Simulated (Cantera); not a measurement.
**Ignition delay**

Mixture: 22.7 % CH3OH, 16.2 % O2, 61.1 % N2, at 3750 Torr, adiabatic and at constant volume. Ignition delay is the time to a rise of 400 K.

Computed with Cantera and GRI-Mech 3.0 (53 species, 325 reactions). GRI-Mech 3.0 was tuned for natural gas; its chemistry of methanol as a main component is partial and can be far from experiment.

```json
[
 {"T0 (K)": "1098", "delay (ms)": "13.6"},
 {"T0 (K)": "1198", "delay (ms)": "2.13"},
 {"T0 (K)": "1298", "delay (ms)": "0.448"},
 {"T0 (K)": "1398", "delay (ms)": "0.121"},
 {"T0 (K)": "1498", "delay (ms)": "0.0399"},
 {"T0 (K)": "1598", "delay (ms)": "0.0157"},
 {"T0 (K)": "1698", "delay (ms)": "0.00709"},
 {"T0 (K)": "1798", "delay (ms)": "0.00358"},
 {"T0 (K)": "1898", "delay (ms)": "0.00198"}
]
```

The apparent activation energy between 1698 and 1898 K comes out as 170 kJ/mol.
